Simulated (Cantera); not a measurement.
A freely propagating, adiabatic, planar premixed flame of H2 : O2 : N2 = 1 : 0.385 : 1.45 (molar parts), unburnt at 425 K and 1.01 bar; unity-Lewis-number transport, grid criteria slope 0.08 and curve 0.16, no radiation.

Model: the H2/O2 subset of GRI-Mech 3.0, which has no nitrogen chemistry, integrated in Cantera. Unity Lewis numbers drop preferential diffusion, which matters most where H2 and H carry the flame. Burning velocities carry a grid error of a few per cent, more on coarse grids.

Question: Predict: laminar burning velocity; thermal thickness; peak x(HO2); peak x(H); peak x(OH); peak x(H2O2).

Answer: 
| Item | Result |
|---|---|
| laminar burning velocity | 309 cm/s |
| thermal thickness | 0.325 mm |
| peak x(HO2) | 0.000310 |
| peak x(H) | 0.0763 |
| peak x(OH) | 0.0128 |
| peak x(H2O2) | 1.84e-5 |
